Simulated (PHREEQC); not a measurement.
A solution holds 0.019 mol ZnCl2 and 0.00086 mol NaCl per kg of water, at 45 °C. Closed to the air; pH follows from the charge balance.

Equilibrium calculation in PHREEQC: ion-association model, wateq4f.dat.

```tsv
quantity	before	after
pH	5.18	6.70
ionic strength (mol/kgw)	0.0541	0.000860
Cl- (mol/kgw)	0.0370	0.000860
SI of Halite (NaCl)	-6.31	-7.79
```

Question: Name the change that produced these shifts.
A. ZnCl2 from 0.019 to 0.0209 mol/kgw
B. ZnCl2 left out
C. temperature from 45 to 65 °C
D. NaCl from 0.00086 to 0.000946 mol/kgw
E. ZnCl2 from 0.019 to 0.0019 mol/kgw

Answer: B, ZnCl2 left out

This is a speciation only: nothing precipitates in the calculation. Constants without temperature data keep their 25 °C values here.
